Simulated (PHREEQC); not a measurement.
**Nickel, zinc or cadmium bath (model solution)**

Consider water at 20 °C with 50 mmol/kgw CdSO4, 22 mmol/kgw KCl and 24 mmol/kgw HCl. Closed to the air; pH follows from the charge balance.

All values are PHREEQC results (ion-association model, wateq4f.dat), not measurements.

Each row changes one thing in this solution. Precipitation was switched off in this run.

```json
[
 {"case": "as made", "pH": "1.93", "ionic strength (mol/kgw)": "0.129", "Cl- (mol/kgw)": "0.0280", "SO4-2 (mol/kgw)": "0.0211", "K+ (mol/kgw)": "0.0210", "Cd+2 (mol/kgw)": "0.0178", "SI of CdOHCl (CdOHCl)": "-5.57"},
 {"case": "diluted 2-fold with water", "pH": "2.17", "ionic strength (mol/kgw)": "0.0712", "Cl- (mol/kgw)": "0.0159", "SO4-2 (mol/kgw)": "0.0125", "K+ (mol/kgw)": "0.0106", "Cd+2 (mol/kgw)": "0.0108", "SI of CdOHCl (CdOHCl)": "-5.70"},
 {"case": "diluted 5-fold with water", "pH": "2.49", "ionic strength (mol/kgw)": "0.0325", "Cl- (mol/kgw)": "0.00723", "SO4-2 (mol/kgw)": "0.00606", "K+ (mol/kgw)": "0.00431", "Cd+2 (mol/kgw)": "0.00545", "SI of CdOHCl (CdOHCl)": "-5.89"},
 {"case": "temperature from 20 to 10 °C", "pH": "1.91", "ionic strength (mol/kgw)": "0.131", "Cl- (mol/kgw)": "0.0283", "SO4-2 (mol/kgw)": "0.0217", "K+ (mol/kgw)": "0.0212", "Cd+2 (mol/kgw)": "0.0179", "SI of CdOHCl (CdOHCl)": "-5.78"},
 {"case": "KCl replaced by KBr at the same molality", "pH": "1.94", "ionic strength (mol/kgw)": "0.128", "Cl- (mol/kgw)": "0.0153", "SO4-2 (mol/kgw)": "0.0215", "K+ (mol/kgw)": "0.0210", "Cd+2 (mol/kgw)": "0.0166", "SI of CdOHCl (CdOHCl)": "-5.85"},
 {"case": "temperature from 20 to 60 °C", "pH": "2.10", "ionic strength (mol/kgw)": "0.122", "Cl- (mol/kgw)": "0.0270", "SO4-2 (mol/kgw)": "0.0182", "K+ (mol/kgw)": "0.0206", "Cd+2 (mol/kgw)": "0.0182", "SI of CdOHCl (CdOHCl)": "-4.77"}
]
```

Away from 25 °C the constants follow the database's enthalpies or fits; those with neither stay at their 25 °C values.
